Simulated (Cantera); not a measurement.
Input: 1 mol borazine, 0.071 mol H2O, 0.23 mol H2.

These are equilibrium values from Cantera (NASA tables, ideal gas, pure condensed phases), not measurements of a reactor. Candidate condensed phases: B, BN, B2O3, B3O3H3, H2O; 39 gas species. The feed counts by its element totals alone. Mutual solubility and eutectic melting of coexisting phases are not modelled. Gases not in the tables: H3BO3. Rates play no part.

Stable condensed phases, one row left out:

```
T in K \ P in Pa
             10     25     63    160    400   1000   2500   6300  16000  40000 100000
   1575       A      A      A      A      A      A      A      B      B      B      B
   1500       A      A      A      A      A      A      B      B      B      B      B
   1425       A      A      A      A      B      B      B      B      B      B      B
   1350       A      A      B      B      B      B      B      B      B      B      B
   1200       B      B      B      B      B      B      B      B      B      B      B
   1125       B      B      B      B      B      B      B      B      B      B      B
   1050       B      B      B      B      B      B      B      B      B      B      B
    975       B      B      B      B      B      B      B      B      B      B      B
    900       B      B      B      B      B      B      B      B      B      B      B
    825       B      B      B      B      B      B      B      B      B      B      B
```

A: BN; B: BN + B2O3.

**Question.** Give the row for 1275 K.

**Answer.** 10: BN + B2O3; 25: BN + B2O3; 63: BN + B2O3; 160: BN + B2O3; 400: BN + B2O3; 1000: BN + B2O3; 2500: BN + B2O3; 6300: BN + B2O3; 16000: BN + B2O3; 40000: BN + B2O3; 100000: BN + B2O3.
